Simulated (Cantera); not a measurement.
A perfectly stirred reactor is fed with CO : H₂ : O₂ : N₂ = 1 : 0.44 : 1.06 : 3.98 (molar parts), at 0.310 bar; it is adiabatic with a 800 K inlet, and is followed from long to short residence time, starting on the burning branch (τ in s: 0.14, 0.071, 0.035, 0.018, 0.0088, 0.0044, 0.0022, 0.0011, 0.00055, 0.00028, 0.00014, 6.9e-05, 3.5e-05).

Model: GRI-Mech 3.0 (53 species, 325 reactions), integrated in Cantera.

Question: What does this change do: pressure from 0.310 bar to 1.80 bar?

Answer: 
```
quantity                                                                       before                                   after
------------------------------------------------  -----------------------------------  --------------------------------------
blow-out, bracketed by the residence times tried  burning at 0.140 ms, out at 69.0 µs  burning at 35.0 µs, the shortest tried
x(CO) at τ = 0.140 s                                                           0.0191                                 0.00994
x(H₂) at τ = 0.140 s                                                          0.00156                                0.000755
x(O₂) at τ = 0.140 s                                                           0.0630                                  0.0581
x(CO₂) at τ = 0.140 s                                                           0.152                                   0.162
x(HO₂) at τ = 0.140 s                                                         1.93e-6                                 3.88e-6
x(CO) at τ = 2.20 ms                                                           0.0514                                  0.0221
x(H₂) at τ = 2.20 ms                                                          0.00582                                 0.00176
x(O₂) at τ = 2.20 ms                                                           0.0769                                  0.0660
x(CO₂) at τ = 2.20 ms                                                           0.113                                   0.149
x(HO₂) at τ = 2.20 ms                                                         4.76e-6                                 4.86e-6
```
